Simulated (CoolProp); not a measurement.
Properties of n-perfluorobutane along the isotherm 84.75 °C (Tc = 113.2 °C, pc = 2322 kPa, ω = 0.372).

The numbers come from the reference Helmholtz-energy equation of state, Gao 2022 in CoolProp.

| p (kPa) | phase | speed of sound (m/s) | isothermal compressibility (1/MPa) | expansivity (1/kK) |
|---|---|---|---|---|
| 72.6 | gas | 112.6 | 13.96 | 2.923 |
| 145 | gas | 111.2 | 7.091 | 3.062 |
| 218 | gas | 109.7 | 4.790 | 3.215 |
| 290 | gas | 108.2 | 3.660 | 3.382 |
| 363 | gas | 106.6 | [?] | 3.568 |
| 435 | gas | 104.9 | 2.532 | [?] |
| 508 | gas | 103.1 | 2.214 | [?] |
| 581 | gas | 101.3 | 1.980 | 4.260 |
| 653 | gas | 99.38 | 1.806 | 4.550 |
| 726 | gas | 97.33 | 1.670 | 4.887 |
| 798 | gas | [?] | 1.567 | [?] |
| 871 | gas | 92.88 | 1.486 | 5.728 |
| 943 | gas | 90.43 | 1.427 | 6.266 |
| 1020 | gas | 87.61 | 1.385 | 6.969 |
| 1090 | gas | 84.82 | 1.364 | 7.769 |
| 1160 | gas | [?] | 1.363 | 8.791 |

Complete the blanks.


- 363, isothermal compressibility (1/MPa): 2.977
- 435, expansivity (1/kK): 3.771
- 508, expansivity (1/kK): 4.001
- 798, speed of sound (m/s): 95.19
- 798, expansivity (1/kK): 5.271
- 1160, speed of sound (m/s): 81.75
